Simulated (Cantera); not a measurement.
## Hydrocarbon pyrolysis for carbon deposition

An isothermal, constant-pressure homogeneous reactor starts with C2H4 : H2 = 1 : 36 (molar parts), at 1073 K and 20.0 Torr.

Computed with Cantera and GRI-Mech 3.0 (53 species, 325 reactions). GRI-Mech 3.0 was tuned for natural gas; its chemistry of ethylene as a main component is partial and can be far from experiment. GRI-Mech 3.0 stops at C3 and has no aromatics, soot or wall deposition, so with more carbon than oxygen in the feed, carbon stays in small species such as C2H2 where larger ones or solid carbon would form. Radical loss at walls, strong at low pressure, is not modelled.

| t (s) | x C2H4 | x H2 | x H | x C2H6 | x CH2 | x C2H |
|---|---|---|---|---|---|---|
| 6.00e-5 | 0.0270 | 0.973 | <1e-12 | <1e-12 | <1e-12 | <1e-12 |
| 0.000149 | 0.0270 | 0.973 | <1e-12 | <1e-12 | <1e-12 | <1e-12 |
| 0.000369 | 0.0270 | 0.973 | <1e-12 | <1e-12 | <1e-12 | <1e-12 |
| 0.000915 | 0.0270 | 0.973 | 1.44e-12 | <1e-12 | <1e-12 | <1e-12 |
| 0.00227 | 0.0270 | 0.973 | 3.81e-12 | 1.46e-12 | <1e-12 | <1e-12 |
| 0.00563 | 0.0270 | 0.973 | 9.70e-12 | 7.13e-12 | <1e-12 | <1e-12 |
| 0.0140 | 0.0270 | 0.973 | 2.43e-11 | 3.90e-11 | <1e-12 | <1e-12 |
| 0.0346 | 0.0270 | 0.973 | 6.05e-11 | 2.27e-10 | <1e-12 | <1e-12 |
| 0.0859 | 0.0270 | 0.973 | 1.51e-10 | 1.36e-9 | <1e-12 | <1e-12 |
| 0.213 | 0.0270 | 0.973 | 3.78e-10 | 8.37e-9 | <1e-12 | <1e-12 |
| 0.529 | 0.0270 | 0.973 | 1.01e-9 | 5.29e-8 | <1e-12 | <1e-12 |
| 1.31 | 0.0270 | 0.973 | 3.71e-9 | 4.02e-7 | <1e-12 | <1e-12 |
| 3.25 | 0.0270 | 0.973 | 5.16e-8 | 7.71e-6 | <1e-12 | <1e-12 |
| 8.06 | 0.0261 | 0.973 | 1.79e-6 | 0.000415 | <1e-12 | <1e-12 |
| 20.0 | 0.0234 | 0.972 | 2.02e-6 | 0.000475 | <1e-12 | <1e-12 |
x: mole fraction; the columns are a selection and need not sum to one.

Equilibrium at this temperature and pressure: C2H4 4.99e-5, H2 0.945, H 8.39e-8, C2H6 1.04e-6, CH2 <1e-12, C2H <1e-12 (gas phase only).
